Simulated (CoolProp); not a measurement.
Vapour-liquid equilibrium of dimethyl ether (1) + R134a (2) at 0.0399 bar; x and y are mole fractions of (1).

The numbers come from the multi-fluid Helmholtz-energy mixture model, Wu 2011 and Tillner-Roth 1994; pair parameters Bell 2016 in CoolProp.

**Question.** Give the bubble temperature and the first vapour's composition at x = 0.05, 0.35, 0.8. Is there an azeotrope?

**Answer.** x = 0.05: 194.3 K, y = 0.038; x = 0.35: 195.1 K, y = 0.328; x = 0.8: 194.2 K, y = 0.855. y crosses x between x = 0.35 and 0.5: the model has an azeotrope there.

Pair parameters are fitted to limited data, so mixtures are less certain than the pure fluids.
